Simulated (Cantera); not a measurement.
Input: 1 mol C₃H₆, 5.3 mol H₂, equilibrated at 1302 °C.

Cantera equilibrium calculation (NASA polynomials, part measured and part estimated; ideal gas, pure solids and liquids). Candidate condensed phases: C, C₆H₆, C₇H₈, C₈H₁₈; 76 gas species. Kinetics and transport are ignored.

### Question
At 13500 Torr, list the 4 most abundant gas species with their mole fractions, and the condensed phases.

### Answer
H₂ 0.969, CH₄ 0.0307, C₂H₄ 4.97e-5, C₂H₂ (acetylene) 2.04e-5. Condensed: C(graphite).
